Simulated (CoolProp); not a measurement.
Vapour-liquid equilibrium of propylene (1) + cyclohexane (2) at 310.7 K; x and y are mole fractions of (1).

The numbers come from the multi-fluid Helmholtz-energy mixture model, Lemmon 2013 and Zhou 2014; pair parameters Bell 2016 in CoolProp.

Q: Give the bubble pressure and the first vapour's composition at x = 0.05, 0.55, 0.95. Is there an azeotrope?

A: x = 0.05: 110.1 kPa, y = 0.800; x = 0.55: 861.1 kPa, y = 0.981; x = 0.95: 1461 kPa, y = 0.998. No azeotrope shows between x = 0.05 and 0.95.

Pair parameters are fitted to limited data, so mixtures are less certain than the pure fluids. The gap from Raoult's law changes sign with composition, which may be real or a fault of the pair parameters; it wasn't checked against measurements.
